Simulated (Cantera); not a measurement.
BCl3 + N2 (boron, boron nitride and boron oxide)

A closed system holds: 1 mol BCl3, 0.22 mol N2, at 602 °C and 10.0 Torr.

Method: chemical equilibrium by Gibbs-energy minimisation in Cantera with the NASA 1993 tables (ideal gas, pure condensed phases). Candidate condensed phases: B, BN; 10 gas species. Equilibrium is a limit: real reactors are often held back by kinetics, nucleation or transport.

```
Property                            Result
-------------------------------  ---------
x(BCl3)                              0.820
x(N2)                                0.180
gas amount                       1.220 mol
log10 activity of B(s) (absent)      -9.06
```
